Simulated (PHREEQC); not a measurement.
Make-up at 3.8 °C: 0.014 mol/kgw Cu(NO3)2 and 0.016 mol/kgw Na2SO4. Closed to the air; pH follows from the charge balance.

Computed with PHREEQC (ion-association model, wateq4f.dat).

**Question.** The ionic strength comes out as 0.0735 mol/kgw. What activity coefficients do NO3-, CuOH+, Na+, H+, Cu2(OH)2+2 get?

**Answer.** NO3- 0.78, CuOH+ 0.80, Na+ 0.81, H+ 0.84, Cu2(OH)2+2 0.42.

No solid was allowed to form. Away from 25 °C the constants follow the database's enthalpies or fits; those with neither stay at their 25 °C values.
